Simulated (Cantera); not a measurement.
A Cantera script and what it prints.

```python
import numpy as np
import cantera as ct

gas_names = """
    F F2 N NF NF2 NF3 N2 Si SiF SiF2 SiF3 SiF4 SiN Si2 Si2N Si3
""".split()
cond_names = """
    Si(cr) Si(L) Si3N4(a)
""".split()


def load(file, names, dense=False):
    # The tables refer to 1 bar. Condensed volumes are neglected.
    table = {s.name: s for s in ct.Species.list_from_file(file)}
    out = []
    for n in names:
        d = dict(table[n].input_data)
        d["thermo"] = dict(d["thermo"], **{"reference-pressure": 1e5})
        if dense:
            d["equation-of-state"] = {"model": "constant-volume", "density": "1e6 g/cm^3"}
        out.append(ct.Species.from_dict(d))
    return out


gas = ct.Solution(thermo="ideal-gas", species=load("nasa_gas.yaml", gas_names))
cond = {s.name: ct.Solution(thermo="fixed-stoichiometry", species=[s], name=s.name)
        for s in load("nasa_condensed.yaml", cond_names, dense=True)}
atoms = {
    'Si': {'Si': 1},
    'NF3': {'N': 1, 'F': 3},
}
top_T = {'Si3N4(a)': 2400}  # K; cautious upper limits of use, not melting points


def equilibrate(T, P, feed):
    n = {}
    for name, mol in feed.items():
        for a, k in atoms[name].items():
            n[a] = n.get(a, 0.0) + k * mol
    gas.TPX = T, P, n
    mass = sum(n.values()) * gas.mean_molecular_weight
    gas.equilibrate("TP")
    valid = [c for c in cond.values() if c.min_temp <= T <= top_T.get(c.name, c.max_temp)]
    mix = ct.Mixture([(gas, mass / gas.mean_molecular_weight)] + [(c, 0.0) for c in valid])
    mix.T, mix.P = T, P
    mix.equilibrate("TP", solver="vcs", rtol=1e-11, max_steps=5000)
    return mix


results = []
feed = {'Si': 1, 'NF3': 3.9}  # mol
P = 1333.22  # Pa
for T in [625, 725, 825, 925, 1025, 1125, 1225, 1325, 1425, 1525, 1625]:
    mix = equilibrate(T, P, feed)
    results.append((T, P, feed, dict(zip(mix.species_names, mix.species_moles))))
    x = sorted(zip(gas.X, gas.species_names), reverse=True)
    print(f"T = {T:g} K  P = {P:g} Pa  gas = {mix.phase_moles(0):.4g} mol")
    print("   x: " + "  ".join(f"{s} {v:.3e}" for v, s in x if v > 0.0001))
    print("   condensed (mol): " + ("  ".join(f"{mix.phase(i).name} {mix.phase_moles(i):.4g}"
          for i in range(1, mix.n_phases) if mix.phase_moles(i) > 1e-12) or "none"))
```

Result:

```
T = 625 K  P = 1333.22 Pa  gas = 4.445 mol
   x: NF3 5.302e-01  SiF4 2.250e-01  N2 1.736e-01  F2 7.062e-02  F 6.201e-04
   condensed (mol): none
T = 725 K  P = 1333.22 Pa  gas = 5.625 mol
   x: F2 3.560e-01  N2 2.392e-01  NF3 2.150e-01  SiF4 1.778e-01  F 1.206e-02
   condensed (mol): none
T = 825 K  P = 1333.22 Pa  gas = 6.87 mol
   x: F2 4.847e-01  N2 2.707e-01  SiF4 1.456e-01  F 7.278e-02  NF3 2.619e-02
   condensed (mol): none
T = 925 K  P = 1333.22 Pa  gas = 7.685 mol
   x: F2 3.802e-01  N2 2.526e-01  F 2.348e-01  SiF4 1.301e-01  NF3 2.261e-03
   condensed (mol): none
T = 1025 K  P = 1333.22 Pa  gas = 8.922 mol
   x: F 4.759e-01  N2 2.185e-01  F2 1.934e-01  SiF4 1.121e-01  NF3 1.480e-04
   condensed (mol): none
T = 1125 K  P = 1333.22 Pa  gas = 10.02 mol
   x: F 6.426e-01  N2 1.946e-01  SiF4 9.981e-02  F2 6.294e-02
   condensed (mol): none
T = 1225 K  P = 1333.22 Pa  gas = 10.47 mol
   x: F 7.005e-01  N2 1.863e-01  SiF4 9.555e-02  F2 1.761e-02
   condensed (mol): none
T = 1325 K  P = 1333.22 Pa  gas = 10.59 mol
   x: F 7.161e-01  N2 1.841e-01  SiF4 9.440e-02  F2 5.375e-03
   condensed (mol): none
T = 1425 K  P = 1333.22 Pa  gas = 10.63 mol
   x: F 7.206e-01  N2 1.834e-01  SiF4 9.407e-02  F2 1.884e-03
   condensed (mol): none
T = 1525 K  P = 1333.22 Pa  gas = 10.64 mol
   x: F 7.220e-01  N2 1.832e-01  SiF4 9.397e-02  F2 7.508e-04
   condensed (mol): none
T = 1625 K  P = 1333.22 Pa  gas = 10.65 mol
   x: F 7.226e-01  N2 1.832e-01  SiF4 9.393e-02  F2 3.338e-04
   condensed (mol): none
```

Equilibrium computed with Cantera from the NASA thermochemical tables; the gas is ideal and each condensed phase is pure.
